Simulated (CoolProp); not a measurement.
Model: reference Helmholtz-energy equation of state, Lemmon 2006, in CoolProp. It is a short technical equation, of lower accuracy than the large ones.

Problem. Give the vapour pressure (MPa), liquid density (kg/m³), vapour density (kg/m³), enthalpy of vaporisation (kJ/kg) of saturated CH3F (R41) at 184.1, 198.2 K.

Solution. 
```json
[
 {"T (K)": "184.1", "p (MPa)": "0.0541", "liquid density (kg/m³)": "903", "vapour density (kg/m³)": "1.24", "enthalpy of vaporisation (kJ/kg)": "502"},
 {"T (K)": "198.2", "p (MPa)": "0.122", "liquid density (kg/m³)": "874", "vapour density (kg/m³)": "2.64", "enthalpy of vaporisation (kJ/kg)": "483"}
]
```
